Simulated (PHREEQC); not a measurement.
KOH is added in steps, without added water, to 1 kg of water holding 0.0037 mol/kgw MgCl2, 0.0049 mol/kgw NaHCO3 and 3.6e-06 mol/kgw H4SiO4, at 25 °C. Oxygen is held at 0.21 atm. No CO2 enters from the air. Only these solids could form: Brucite, Magnesite, SiO2(a), Halite, Nahcolite, Natron.

Base run: PHREEQC, ion-association model, wateq4f.dat. Each further column changes one thing. The table gives Mg in solution (mol/kgw).

| KOH added (mol) | base | all activity coefficients set to 1 | metal-ligand complexes left out | database pitzer.dat | Davies equation for every ion |
|---|---|---|---|---|---|
| 0 | 0.00340 | 0.00322 | 0.00337 | 0.00349 | 0.00341 |
| 0.003125 | 0.000613 | 0.000586 | 0.000602 | ? | 0.000615 |
| 0.004687 | 4.03e-5 | 2.47e-5 | 3.00e-5 | 5.98e-5 | 4.12e-5 |
| 0.007812 | 2.45e-5 | ? | 1.50e-5 | 3.54e-5 | 2.50e-5 |
| 0.009375 | 2.14e-5 | 1.48e-5 | 1.21e-5 | 3.09e-5 | 2.19e-5 |
| 0.0125 | 1.82e-5 | 1.30e-5 | 9.02e-6 | 2.63e-5 | 1.87e-5 |
| 0.01562 | 4.10e-6 | 3.45e-6 | 2.30e-6 | 6.63e-6 | 4.09e-6 |
| 0.01719 | 2.25e-6 | ? | 1.35e-6 | ? | 2.24e-6 |
| 0.02031 | 1.04e-6 | 8.57e-7 | 6.98e-7 | 1.51e-6 | 1.04e-6 |
| 0.02187 | 7.99e-7 | 6.48e-7 | 5.56e-7 | 1.12e-6 | 7.98e-7 |
| 0.025 | 5.30e-7 | 4.20e-7 | 3.92e-7 | 7.07e-7 | 5.30e-7 |

Task: Complete the blanks.

Result: 
- 0.003125, database pitzer.dat: 0.000641
- 0.007812, all activity coefficients set to 1: 1.64e-5
- 0.01719, all activity coefficients set to 1: 1.89e-6
- 0.01719, database pitzer.dat: 3.49e-6

 pitzer.dat has no redox and few complexes: it carries them in its interaction parameters. Solids allowed in the column 'database pitzer.dat': Bischofite, Brucite, Carnallite, Halite, Kalicinite, Magnesite, Nahcolite, Natron, SiO2(a), Sylvite, Trona, MgCl2_4H2O.
